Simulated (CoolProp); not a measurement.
Values from CoolProp's reference Helmholtz-energy equation of state, Zhou 2014.

Task: For cyclohexane, give the phase and the density (kg/m³), expansivity (1/kK), viscosity (µPa s), fugacity coefficient at 297.05 °C and 4810 kPa.

Result: 
- 297.05 °C and 4810 kPa: supercritical; density 235, expansivity 48.2, viscosity 24.5, fugacity coefficient 0.641

Viscosity comes from a separate model (Tariq 2014).
